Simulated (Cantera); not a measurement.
A Cantera script and what it prints.

```python
import numpy as np
import cantera as ct

gas_names = """
    AL ALN ALO ALO2 AL2 AL2O AL2O2 N NO NO2 NO3 N2 N2O O O2 O3 Si SiN SiO SiO2 Si2 Si2N Si3
""".split()
cond_names = """
    AL(cr) AL(L) ALN(s) AL2O3(a) AL2O3(L) AL2SiO5(an) AL6Si2O13(s) Si(cr) Si(L) SiO2(Lqz) SiO2(hqz)
    SiO2(L) Si2N2O(s) Si3N4(a)
""".split()


def load(file, names, dense=False):
    # The tables refer to 1 bar. Condensed volumes are neglected.
    table = {s.name: s for s in ct.Species.list_from_file(file)}
    out = []
    for n in names:
        d = dict(table[n].input_data)
        d["thermo"] = dict(d["thermo"], **{"reference-pressure": 1e5})
        if dense:
            d["equation-of-state"] = {"model": "constant-volume", "density": "1e6 g/cm^3"}
        out.append(ct.Species.from_dict(d))
    return out


gas = ct.Solution(thermo="ideal-gas", species=load("nasa_gas.yaml", gas_names))
cond = {s.name: ct.Solution(thermo="fixed-stoichiometry", species=[s], name=s.name)
        for s in load("nasa_condensed.yaml", cond_names, dense=True)}
atoms = {
    'SiO2': {'Si': 1, 'O': 2},
    'Al2O3': {'AL': 2, 'O': 3},
    'N2': {'N': 2},
}
top_T = {'ALN(s)': 2750, 'AL2SiO5(an)': 2000, 'AL6Si2O13(s)': 2100, 'Si2N2O(s)': 2100, 'Si3N4(a)': 2400}  # K; cautious upper limits of use, not melting points


def equilibrate(T, P, feed):
    n = {}
    for name, mol in feed.items():
        for a, k in atoms[name].items():
            n[a] = n.get(a, 0.0) + k * mol
    gas.TPX = T, P, n
    mass = sum(n.values()) * gas.mean_molecular_weight
    gas.equilibrate("TP")
    valid = [c for c in cond.values() if c.min_temp <= T <= top_T.get(c.name, c.max_temp)]
    mix = ct.Mixture([(gas, mass / gas.mean_molecular_weight)] + [(c, 0.0) for c in valid])
    mix.T, mix.P = T, P
    mix.equilibrate("TP", solver="vcs", rtol=1e-11, max_steps=5000)
    return mix


results = []
feed = {'SiO2': 1, 'Al2O3': 0.11, 'N2': 0.17}  # mol
T = 1825  # K
P = 2500  # Pa
mix = equilibrate(T, P, feed)
results.append((T, P, feed, dict(zip(mix.species_names, mix.species_moles))))
print(gas.report(threshold=0.0001))
for i in range(1, mix.n_phases):
    print(f"{mix.phase(i).name:16s} {mix.phase_moles(i):12.5e} mol")
```

Result:

```
       temperature   1825 K
          pressure   2500 Pa
           density   0.0046156 kg/m^3
  mean mol. weight   28.015 kg/kmol
   phase of matter   gas

                          1 kg             1 kmol
                     ---------------   ---------------
          enthalpy        1.7783e+06        4.9819e+07  J
   internal energy        1.2367e+06        3.4645e+07  J
           entropy            9974.8        2.7944e+05  J/K
    Gibbs function       -1.6426e+07       -4.6016e+08  J
 heat capacity c_p            1272.6             35651  J/K
 heat capacity c_v            975.79             27336  J/K

                      mass frac. Y      mole frac. X     chem. pot. / RT
                     ---------------   ---------------   ---------------
                N2           0.99992           0.99994           -30.325
     [  +22 minor]        7.8501e-05        5.8924e-05

AL(L)             0.00000e+00 mol
ALN(s)            0.00000e+00 mol
AL2O3(a)          0.00000e+00 mol
AL2SiO5(an)       0.00000e+00 mol
AL6Si2O13(s)      3.66667e-02 mol
Si(L)             0.00000e+00 mol
SiO2(L)           9.26661e-01 mol
Si2N2O(s)         0.00000e+00 mol
Si3N4(a)          0.00000e+00 mol
```

Cantera equilibrium calculation (NASA polynomials, part measured and part estimated; ideal gas, pure solids and liquids). Mutual solubility and eutectic melting of coexisting phases are not modelled. The tables hold silica as quartz up to 1696 K and as liquid above; real silica turns to tridymite and cristobalite and melts near 1996 K. Condensed phases not in the tables: alloys, solid solutions and most ternary compounds.
